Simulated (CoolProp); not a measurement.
Vapour-liquid equilibrium of CHF3 (R23) (1) + R227EA (2) at 180.2 K; x and y are mole fractions of (1).

Model: multi-fluid Helmholtz-energy mixture model, Penoncello 2003 and Lemmon 2016; pair parameters Bell 2016, in CoolProp.

```csv
x,bubble pressure (MPa),y at the bubble point,dew pressure at overall composition x (MPa),liquid density (mol/L)
0.05,0.003865,0.849,[?],10.79
0.125,0.009052,0.940,[?],11.27
0.2,0.01427,0.965,[?],11.78
0.275,0.01923,0.976,0.0008435,12.33
0.35,0.02376,0.982,0.0009396,[?]
0.425,0.02777,[?],0.001060,[?]
0.5,0.03130,0.989,0.001217,14.27
0.575,0.03443,0.991,0.001427,15.04
0.65,0.03730,0.993,0.001725,15.88
0.725,0.04004,0.994,0.002181,16.80
0.8,0.04280,0.996,0.002965,17.83
0.875,0.04575,0.997,0.004630,18.98
0.95,0.04904,0.999,0.01057,20.28
```

Task: Complete the blanks.

Result: 
- 0.05, dew pressure at overall composition x (MPa): 0.0006455
- 0.125, dew pressure at overall composition x (MPa): 0.0007003
- 0.2, dew pressure at overall composition x (MPa): 0.0007653
- 0.35, liquid density (mol/L): 12.92
- 0.425, y at the bubble point: 0.986
- 0.425, liquid density (mol/L): 13.57

No azeotrope shows between x = 0.05 and 0.95.

The pair parameters rest on a limited set of measurements; away from them the model extrapolates.
